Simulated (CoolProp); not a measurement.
R410A at several states: Z from the reference equation and from simpler models built on Tc = 344.5 K, pc = 4901 kPa, ω = 0.296; each cubic takes its own stable root.

Computed with CoolProp (reference Helmholtz-energy equation of state, Lemmon 2003). It is a pseudo-pure fit of the blend.

```
T (K)  p (kPa)          phase  reference  Redlich-Kwong  Peng-Robinson
-----  -------  -------------  ---------  -------------  -------------
217.6    10400         liquid     0.3015         0.3697         0.3182
231        524         liquid    0.01499        0.01868        0.01581
366.5       60            gas     0.9963         0.9965         0.9962
391.5    16000  supercritical     0.4813         0.5536         0.5448
451.8     72.7            gas     0.9980         0.9978         0.9978
```
